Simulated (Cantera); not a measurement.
A freely propagating, adiabatic, planar premixed flame of CH₄ : H₂ : O₂ : N₂ = 1 : 0.96 : 3.44 : 13.1 (molar parts), equivalence ratio 0.72, unburnt at 300 K and 1.30 bar; mixture-averaged transport, grid criteria slope 0.08 and curve 0.16, no radiation.

Detailed kinetics in Cantera: GRI-Mech 3.0 (53 species, 325 reactions). Burning velocities carry a grid error of a few per cent, more on coarse grids.

### Question
What does this change do: CH4 1 to 1.3 parts?

### Answer
```tsv
quantity	before	after
laminar burning velocity	28.3 cm/s	42.6 cm/s
thermal thickness	0.412 mm	0.326 mm
peak x(H₂O₂)	5.27e-5	4.12e-5
peak x(OH)	0.00491	0.00754
peak x(HCN)	1.66e-7	9.76e-7
```

### Question
What does this change do: O2 3.44 to 4.4 parts?

### Answer
| quantity | before | after |
|---|---|---|
| laminar burning velocity | 28.3 cm/s | 26.5 cm/s |
| thermal thickness | 0.412 mm | 0.415 mm |
| peak x(H₂O₂) | 5.27e-5 | 6.79e-5 |
| peak x(OH) | 0.00491 | 0.00449 |
| peak x(HCN) | 1.66e-7 | 4.23e-8 |
